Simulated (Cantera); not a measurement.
## Catalytic combustion on Pt

An isothermal plug-flow reactor at 1075 K and 2.80 bar (inlet), inlet velocity 3.1 m/s, active area per volume 960 1/m; feed CH4 : O2 : N2 = 0.035 : 0.013 : 0.79 (molar parts), equivalence ratio 5.4.

Model: Deutschmann's 1995 Pt surface mechanism with GRI-Mech 3.0 gas chemistry, integrated in Cantera. Catalytic surfaces can have several steady states; this one follows from the mechanism file's or the stated starting coverage. Mass transfer to the wall is taken as infinitely fast.

```json
[
 {"z (m)": "0.00092", "x CH4": "0.0366", "x O2": "0.00953", "x H2O": "0.00679", "x CO2": "2.71e-6", "x CO": "0.00504", "θ free Pt": "0.315", "θ H*": "0.00321", "θ CO*": "0.0294", "θ C*": "0.652"},
 {"z (m)": "0.0016", "x CH4": "0.0353", "x O2": "0.00823", "x H2O": "0.00816", "x CO2": "3.12e-6", "x CO": "0.00624", "θ free Pt": "0.251", "θ H*": "0.00320", "θ CO*": "0.0228", "θ C*": "0.723"},
 {"z (m)": "0.0029", "x CH4": "0.0340", "x O2": "0.00694", "x H2O": "0.00945", "x CO2": "3.40e-6", "x CO": "0.00749", "θ free Pt": "0.191", "θ H*": "0.00310", "θ CO*": "0.0158", "θ C*": "0.790"},
 {"z (m)": "0.0052", "x CH4": "0.0328", "x O2": "0.00585", "x H2O": "0.0105", "x CO2": "3.56e-6", "x CO": "0.00860", "θ free Pt": "0.144", "θ H*": "0.00293", "θ CO*": "0.0102", "θ C*": "0.843"},
 {"z (m)": "0.0092", "x CH4": "0.0318", "x O2": "0.00494", "x H2O": "0.0113", "x CO2": "3.65e-6", "x CO": "0.00957", "θ free Pt": "0.108", "θ H*": "0.00272", "θ CO*": "0.00636", "θ C*": "0.883"},
 {"z (m)": "0.016", "x CH4": "0.0310", "x O2": "0.00421", "x H2O": "0.0119", "x CO2": "3.69e-6", "x CO": "0.0104", "θ free Pt": "0.0811", "θ H*": "0.00250", "θ CO*": "0.00390", "θ C*": "0.912"},
 {"z (m)": "0.029", "x CH4": "0.0302", "x O2": "0.00355", "x H2O": "0.0124", "x CO2": "3.73e-6", "x CO": "0.0112", "θ free Pt": "0.0596", "θ H*": "0.00226", "θ CO*": "0.00225", "θ C*": "0.936"},
 {"z (m)": "0.052", "x CH4": "0.0295", "x O2": "0.00302", "x H2O": "0.0128", "x CO2": "3.77e-6", "x CO": "0.0118", "θ free Pt": "0.0439", "θ H*": "0.00203", "θ CO*": "0.00129", "θ C*": "0.953"},
 {"z (m)": "0.092", "x CH4": "0.0289", "x O2": "0.00259", "x H2O": "0.0131", "x CO2": "3.82e-6", "x CO": "0.0124", "θ free Pt": "0.0326", "θ H*": "0.00181", "θ CO*": "0.000744", "θ C*": "0.965"}
]
```
x: gas mole fraction; θ: surface coverage.
